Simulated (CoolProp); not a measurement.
The numbers come from the reference Helmholtz-energy equation of state, Thol 2015 in CoolProp.

Give the vapour pressure (kPa), liquid density (kg/m³), enthalpy of vaporisation (kJ/kg), liquid cp (kJ/(kg K)) of saturated octamethylcyclotetrasiloxane (D4) at 128.35, 164.25 °C.


| T (°C) | p (kPa) | liquid density (kg/m³) | enthalpy of vaporisation (kJ/kg) | liquid cp (kJ/(kg K)) |
|---|---|---|---|---|
| 128.35 | 25.2 | 828 | 149 | 1.88 |
| 164.25 | 74.9 | 781 | 135 | 1.97 |
